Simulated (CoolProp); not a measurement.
Oxygen along the isobar 6250 kPa: fugacity coefficient from the reference equation and from simpler models built on Tc = -118.6 °C, pc = 5046 kPa, ω = 0.022; each cubic takes its own stable root.

Model: reference Helmholtz-energy equation of state, Schmidt 1985, in CoolProp. Above 300 K oxygen's equation is extrapolated.

```tsv
T (°C)	phase	reference
-159.05	liquid	0.1215
-133.25	liquid	0.3758
-107.45	supercritical	0.6767
-81.65	supercritical	0.7985
-55.85	supercritical	0.8673
-30.05	supercritical	0.9112
-4.25	supercritical	0.9406
21.55	supercritical	0.9610
47.35	supercritical	0.9756
```

### Question
How far does each simpler model (van der Waals, Redlich-Kwong, Peng-Robinson) lie from the reference over these 9 states: mean and median of the absolute difference, and the worst?

### Answer
- van der Waals: mean 13.2 %, median 2.0 %, worst +84.6 % at -159.05 °C and 6250 kPa
- Redlich-Kwong: mean 1.0 %, median 0.6 %, worst -3.8 % at -159.05 °C and 6250 kPa
- Peng-Robinson: mean 2.4 %, median 2.3 %, worst -4.2 % at -107.45 °C and 6250 kPa
